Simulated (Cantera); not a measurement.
A closed system holds: 1 mol Si2H6, 91 mol H2, at 1223.15 K and 0.760 bar.

Cantera equilibrium calculation (NASA polynomials, part measured and part estimated; ideal gas, pure solids and liquids). Candidate condensed phases: Si; 9 gas species. The feed counts by its element totals alone. Equilibrium is a limit: real reactors are often held back by kinetics, nucleation or transport.

Problem. What is the equilibrium state?

Solution. 
* **x(H2)**: 1.000
* **n(Si(s))**: 2.00 mol
* **gas amount**: 94.00 mol
